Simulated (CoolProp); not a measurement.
Hydrogen chloride along the isobar 6600 kPa: density (kg/m³) from the reference equation and from simpler models built on Tc = 51.5 °C, pc = 8314 kPa, ω = 0.130; each cubic takes its own stable root.

The numbers come from the reference Helmholtz-energy equation of state, Thol 2018 in CoolProp.

```
T (°C)   phase  reference
------  ------  ---------
38.75   liquid      719.5
80.25      gas      110.0
121.75     gas      87.75
163.35     gas      74.88
204.85     gas      65.99
246.35     gas      59.30
287.95     gas      53.99
329.45     gas      49.66
```

Problem. How far does each simpler model (van der Waals, Redlich-Kwong) lie from the reference over these 8 states: mean and median of the absolute difference, and the worst?

Solution. 
- van der Waals: mean 10.8 %, median 1.0 %, worst -78.8 % at 38.75 °C and 6600 kPa
- Redlich-Kwong: mean 9.9 %, median 0.3 %, worst -76.0 % at 38.75 °C and 6600 kPa

At some of these states van der Waals, Redlich-Kwong gives the other phase, because its saturation line lies elsewhere.
